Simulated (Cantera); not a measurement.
A perfectly stirred reactor is fed with N2O = 1 (molar parts), at 0.987 atm; it is held at 1025 K, and followed from long to short residence time.

Model: GRI-Mech 3.0 (53 species, 325 reactions), integrated in Cantera. GRI-Mech 3.0 was tuned for natural gas; its chemistry of N2O as a main component is partial and can be far from experiment. The mechanism lacks the step 2 NO + O2 → 2 NO2, which can matter for NO2 below about 1400 K. The temperature is held fixed by assumption; the heat of reaction is taken as removed at once.

Q: What does this change do: temperature 1025 to 1300 K?

A: 
```json
[
 {"quantity": "x(N2O) at τ = 1.20 s", "before": "0.979", "after": "0.180"},
 {"quantity": "x(NO) at τ = 1.20 s", "before": "0.000621", "after": "0.0546"},
 {"quantity": "x(NO2) at τ = 1.20 s", "before": "8.08e-6", "after": "0.000512"},
 {"quantity": "x(O) at τ = 1.20 s", "before": "6.79e-8", "after": "3.71e-6"},
 {"quantity": "x(O2) at τ = 1.20 s", "before": "0.00653", "after": "0.246"},
 {"quantity": "x(N2O) at τ = 12.0 ms", "before": "1.000", "after": "0.944"},
 {"quantity": "x(NO) at τ = 12.0 ms", "before": "6.48e-6", "after": "0.00550"},
 {"quantity": "x(NO2) at τ = 12.0 ms", "before": "4.25e-9", "after": "3.93e-5"},
 {"quantity": "x(O) at τ = 12.0 ms", "before": "6.86e-8", "after": "7.11e-6"},
 {"quantity": "x(O2) at τ = 12.0 ms", "before": "6.70e-5", "after": "0.0160"}
]
```
